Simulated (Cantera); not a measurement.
Input (Python, Cantera):

```python
import numpy as np
import cantera as ct

gas = ct.Solution("gri30.yaml")
gas.TPX = 523, 500000, {'CH4': 1, 'O2': 1.4, 'N2': 5.27}
flame = ct.FreeFlame(gas, width=0.013)
flame.set_refine_criteria(ratio=3, slope=0.08, curve=0.16)
flame.transport_model = "mixture-averaged"
flame.solve(loglevel=0, auto=True)
z, T = flame.grid, flame.T
thick = (T[-1] - T[0]) / np.gradient(T, z).max()
show = ['CH4', 'O2', 'HO2', 'C2H4', 'H', 'CH2CO']
print(f"laminar burning velocity  {flame.velocity[0] * 100:.3f} cm/s")
print(f"burnt temperature         {T[-1]:.1f} K")
print(f"thermal thickness         {thick * 1e3:.4f} mm")
print(f"grid points               {len(z)}")
z0 = z[flame.heat_release_rate.argmax()]
print(f"{'z/mm':>9s}{'T/K':>9s}{'u/(m/s)':>9s}" + "".join(f"{s:>11s}" for s in show))
rows = []
for k in (-3, -2, -1.5, -1, -0.5, -0.25, 0, 0.25, 0.5, 1, 2, 4, 8):
    zz = z0 + k * thick
    rows.append([k * thick, np.interp(zz, z, T), np.interp(zz, z, flame.velocity),
                 *(np.interp(zz, z, flame.X[gas.species_index(s)]) for s in show)])
    print(f"{rows[-1][0] * 1e3:9.3f}{rows[-1][1]:9.1f}{rows[-1][2]:9.3f}" + "".join(f"{x:11.3e}" for x in rows[-1][3:]))
```

It prints:

```
laminar burning velocity  23.241 cm/s
burnt temperature         2116.9 K
thermal thickness         0.2365 mm
grid points               126
     z/mm      T/K  u/(m/s)        CH4         O2        HO2       C2H4          H      CH2CO
   -0.710    524.2    0.234  1.297e-01  1.818e-01  6.871e-08  3.309e-07  3.079e-15  2.390e-08
   -0.473    534.0    0.239  1.282e-01  1.802e-01  7.154e-07  4.759e-06  4.469e-13  4.465e-07
   -0.355    563.2    0.254  1.251e-01  1.772e-01  3.045e-06  2.379e-05  1.267e-11  2.624e-06
   -0.237    695.8    0.318  1.140e-01  1.654e-01  1.859e-05  1.654e-04  2.781e-09  2.336e-05
   -0.118   1155.7    0.540  7.722e-02  1.188e-01  8.593e-05  1.063e-03  4.556e-06  2.001e-04
   -0.059   1535.2    0.726  4.522e-02  7.434e-02  9.213e-05  2.001e-03  6.683e-05  4.483e-04
    0.000   1879.8    0.898  1.653e-02  2.972e-02  3.156e-05  1.500e-03  4.722e-04  4.050e-04
    0.059   2043.5    0.979  5.565e-03  8.497e-03  5.970e-06  3.348e-04  8.534e-04  1.238e-04
    0.118   2096.0    1.004  2.892e-03  2.553e-03  1.281e-06  8.013e-05  7.966e-04  4.606e-05
    0.237   2119.8    1.015  1.632e-03  3.648e-04  1.221e-07  1.553e-05  5.465e-04  1.516e-05
    0.473   2123.2    1.017  9.750e-04  2.068e-05  6.060e-09  4.441e-06  4.112e-04  6.442e-06
    0.946   2120.7    1.017  4.932e-04  7.769e-07  6.631e-10  1.413e-06  3.912e-04  2.865e-06
    1.892   2118.2    1.017  1.488e-04  5.783e-07  5.762e-10  2.404e-07  3.896e-04  6.825e-07
```

Model: GRI-Mech 3.0 (53 species, 325 reactions), integrated in Cantera. Burning velocities carry a grid error of a few per cent, more on coarse grids.
